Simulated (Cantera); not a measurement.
A perfectly stirred reactor is fed with H2 : O2 = 0.04 : 1 (molar parts), equivalence ratio 0.020, at 0.0133 bar; it is held at 1223 K, and followed from long to short residence time.

Model: the H2/O2 subset of GRI-Mech 3.0, which has no nitrogen chemistry, integrated in Cantera. Radical loss at walls, strong at low pressure, is not modelled. The temperature is held fixed by assumption; the heat of reaction is taken as removed at once.

### Question
What does this change do: temperature 1223 to 1123 K?

### Answer
| quantity | before | after |
|---|---|---|
| x(H2) at τ = 0.700 s | 0.000163 | 0.000218 |
| x(O2) at τ = 0.700 s | 0.956 | 0.957 |
| x(H2O) at τ = 0.700 s | 0.0382 | 0.0384 |
| x(O) at τ = 0.700 s | 0.00413 | 0.00289 |
| x(H2O2) at τ = 0.700 s | 5.47e-8 | 7.17e-8 |
| x(H2) at τ = 34.0 ms | 0.000893 | 0.00127 |
| x(O2) at τ = 34.0 ms | 0.941 | 0.946 |
| x(H2O) at τ = 34.0 ms | 0.0351 | 0.0352 |
| x(O) at τ = 34.0 ms | 0.0172 | 0.0129 |
| x(H2O2) at τ = 34.0 ms | 7.91e-8 | 1.07e-7 |

### Question
What does this change do: O2 1 to 3.1 parts?

### Answer
```json
[
 {"quantity": "x(H2) at τ = 0.700 s", "before": "0.000163", "after": "6.16e-5"},
 {"quantity": "x(O2) at τ = 0.700 s", "before": "0.956", "after": "0.984"},
 {"quantity": "x(H2O) at τ = 0.700 s", "before": "0.0382", "after": "0.0124"},
 {"quantity": "x(O) at τ = 0.700 s", "before": "0.00413", "after": "0.00304"},
 {"quantity": "x(H2O2) at τ = 0.700 s", "before": "5.47e-8", "after": "2.00e-8"},
 {"quantity": "x(H2) at τ = 34.0 ms", "before": "0.000893", "after": "0.000412"},
 {"quantity": "x(O2) at τ = 34.0 ms", "before": "0.941", "after": "0.978"},
 {"quantity": "x(H2O) at τ = 34.0 ms", "before": "0.0351", "after": "0.0114"},
 {"quantity": "x(O) at τ = 34.0 ms", "before": "0.0172", "after": "0.00831"},
 {"quantity": "x(H2O2) at τ = 34.0 ms", "before": "7.91e-8", "after": "3.36e-8"}
]
```

### Question
What does this change do: 0.052 parts H2O added?

### Answer
```
quantity                  before     after
----------------------  --------  --------
x(H2) at τ = 0.700 s    0.000163  0.000201
x(O2) at τ = 0.700 s       0.956     0.911
x(H2O) at τ = 0.700 s     0.0382    0.0847
x(O) at τ = 0.700 s      0.00413   0.00248
x(H2O2) at τ = 0.700 s   5.47e-8   9.43e-8
x(H2) at τ = 34.0 ms    0.000893   0.00114
x(O2) at τ = 34.0 ms       0.941     0.900
x(H2O) at τ = 34.0 ms     0.0351    0.0811
x(O) at τ = 34.0 ms       0.0172    0.0122
x(H2O2) at τ = 34.0 ms   7.91e-8   1.47e-7
```
